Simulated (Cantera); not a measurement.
**Low-pressure radical oxidation in H2/O2**

A perfectly stirred reactor is fed with 70.0 % H₂, 30.0 % O₂, equivalence ratio 1.2, at 1.28 Torr; it is held at 1275 K, and followed from long to short residence time.

Computed with Cantera and GRI-Mech 3.0 (53 species, 325 reactions). Radical loss at walls, strong at low pressure, is not modelled. The temperature is held fixed by assumption; the heat of reaction is taken as removed at once.

```tsv
τ (s)	x H₂	x O₂	x OH	x O	x HO₂	x H₂O₂
1.0	0.126	0.0465	0.0118	0.0203	2.28e-7	4.01e-8
0.43	0.124	0.0583	0.0131	0.0285	2.55e-7	3.64e-8
0.18	0.123	0.0664	0.0138	0.0351	2.66e-7	3.29e-8
0.077	0.124	0.0714	0.0141	0.0387	2.71e-7	3.10e-8
0.032	0.130	0.0761	0.0142	0.0400	2.78e-7	3.03e-8
0.014	0.146	0.0830	0.0144	0.0395	2.94e-7	3.05e-8
0.0057	0.185	0.0985	0.0144	0.0368	3.27e-7	3.11e-8
0.0024	0.268	0.131	0.0136	0.0306	3.80e-7	3.00e-8
```
x: mole fraction; the columns are a selection and need not sum to one.
